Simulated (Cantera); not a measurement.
# Ammonia decomposition in nitride growth gas

A perfectly stirred reactor is fed with NH₃ : N₂ = 1 : 0.89 (molar parts), at 540 Torr; it is held at 2300 K, and followed from long to short residence time.

Detailed kinetics in Cantera: the gas-phase N/H chemistry of the illustrative SiF4/NH3 mechanism in the Surface Chemkin manual (1991). Walls and surfaces, which speed up NH3 decomposition in real reactors, are not modelled.

```
τ (s)      x NH₃    x N₂H₂   x H₂   x N₂       x H      x N
------  --------  --------  -----  -----  --------  -------
12      0.000192  7.61e-10  0.513  0.479   0.00812  2.45e-6
3.7     0.000365   2.52e-9  0.513  0.479   0.00789  4.26e-6
1.1     0.000797   9.16e-9  0.513  0.479   0.00717  6.93e-6
0.36     0.00228   3.41e-8  0.513  0.480   0.00542  8.53e-6
0.11     0.00997   1.47e-7  0.507  0.480   0.00317  7.59e-6
0.034     0.0356   5.38e-7  0.482  0.480   0.00196  7.04e-6
0.011     0.0988   1.64e-6  0.420  0.479   0.00123  6.75e-6
0.0033     0.229   4.34e-6  0.292  0.476  0.000671  6.02e-6
0.0010     0.378   8.10e-6  0.146  0.473  0.000307  4.40e-6
```
x: mole fraction; the columns are a selection and need not sum to one.
